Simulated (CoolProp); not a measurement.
Properties of neopentane along the isobar 5.03 MPa.

The numbers come from the reference Helmholtz-energy equation of state, Lemmon 2006 in CoolProp. It is a short technical equation, of lower accuracy than the large ones.

```json
[
 {"T (°C)": "88.75", "phase": "liquid", "density (kg/m³)": "519.5", "Joule-Thomson coefficient (K/MPa)": "-0.05875", "fugacity coefficient": "0.1789"},
 {"T (°C)": "97.15", "phase": "liquid", "density (kg/m³)": "508.2", "Joule-Thomson coefficient (K/MPa)": "0.007155", "fugacity coefficient": "0.2065"},
 {"T (°C)": "105.45", "phase": "liquid", "density (kg/m³)": "496.4", "Joule-Thomson coefficient (K/MPa)": "0.08426", "fugacity coefficient": "0.2358"},
 {"T (°C)": "113.85", "phase": "liquid", "density (kg/m³)": "483.7", "Joule-Thomson coefficient (K/MPa)": "0.1783", "fugacity coefficient": "0.2673"},
 {"T (°C)": "122.15", "phase": "liquid", "density (kg/m³)": "470.3", "Joule-Thomson coefficient (K/MPa)": "0.2926", "fugacity coefficient": "0.3002"},
 {"T (°C)": "130.55", "phase": "liquid", "density (kg/m³)": "455.7", "Joule-Thomson coefficient (K/MPa)": "0.4384", "fugacity coefficient": "0.3348"},
 {"T (°C)": "138.85", "phase": "liquid", "density (kg/m³)": "440.0", "Joule-Thomson coefficient (K/MPa)": "0.6255", "fugacity coefficient": "0.3702"},
 {"T (°C)": "147.25", "phase": "liquid", "density (kg/m³)": "422.4", "Joule-Thomson coefficient (K/MPa)": "0.8808", "fugacity coefficient": "0.4069"},
 {"T (°C)": "155.65", "phase": "liquid", "density (kg/m³)": "402.5", "Joule-Thomson coefficient (K/MPa)": "1.243", "fugacity coefficient": "0.4442"},
 {"T (°C)": "163.95", "phase": "supercritical", "density (kg/m³)": "379.7", "Joule-Thomson coefficient (K/MPa)": "1.786", "fugacity coefficient": "0.4810"},
 {"T (°C)": "172.35", "phase": "supercritical", "density (kg/m³)": "351.9", "Joule-Thomson coefficient (K/MPa)": "2.691", "fugacity coefficient": "0.5177"},
 {"T (°C)": "180.65", "phase": "supercritical", "density (kg/m³)": "316.6", "Joule-Thomson coefficient (K/MPa)": "4.279", "fugacity coefficient": "0.5526"},
 {"T (°C)": "189.05", "phase": "supercritical", "density (kg/m³)": "270.3", "Joule-Thomson coefficient (K/MPa)": "6.800", "fugacity coefficient": "0.5856"},
 {"T (°C)": "197.35", "phase": "supercritical", "density (kg/m³)": "223.2", "Joule-Thomson coefficient (K/MPa)": "8.727", "fugacity coefficient": "0.6145"}
]
```
